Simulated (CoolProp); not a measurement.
Vapour-liquid equilibrium of R134a (1) + R1234ze(E) (2) at 295.7 K; x and y are mole fractions of (1).

The numbers come from the multi-fluid Helmholtz-energy mixture model, Tillner-Roth 1994 and Thol 2016; pair parameters Bell 2022 in CoolProp.

```json
[
 {"x": "0.05", "bubble pressure (bar)": "4.755", "y at the bubble point": "0.072", "dew pressure at overall composition x (bar)": "4.716", "liquid density (mol/L)": "10.34"},
 {"x": "0.2", "bubble pressure (bar)": "5.091", "y at the bubble point": "0.258", "dew pressure at overall composition x (bar)": "4.987", "liquid density (mol/L)": "10.55"},
 {"x": "0.35", "bubble pressure (bar)": "5.369", "y at the bubble point": "0.416", "dew pressure at overall composition x (bar)": "5.255", "liquid density (mol/L)": "10.78"},
 {"x": "0.5", "bubble pressure (bar)": "5.603", "y at the bubble point": "0.558", "dew pressure at overall composition x (bar)": "5.510", "liquid density (mol/L)": "11.02"},
 {"x": "0.65", "bubble pressure (bar)": "5.805", "y at the bubble point": "0.694", "dew pressure at overall composition x (bar)": "5.742", "liquid density (mol/L)": "11.27"},
 {"x": "0.8", "bubble pressure (bar)": "5.980", "y at the bubble point": "0.825", "dew pressure at overall composition x (bar)": "5.948", "liquid density (mol/L)": "11.54"},
 {"x": "0.95", "bubble pressure (bar)": "6.134", "y at the bubble point": "0.956", "dew pressure at overall composition x (bar)": "6.127", "liquid density (mol/L)": "11.82"}
]
```

No azeotrope shows between x = 0.05 and 0.95.

Pair parameters are fitted to limited data, so mixtures are less certain than the pure fluids.
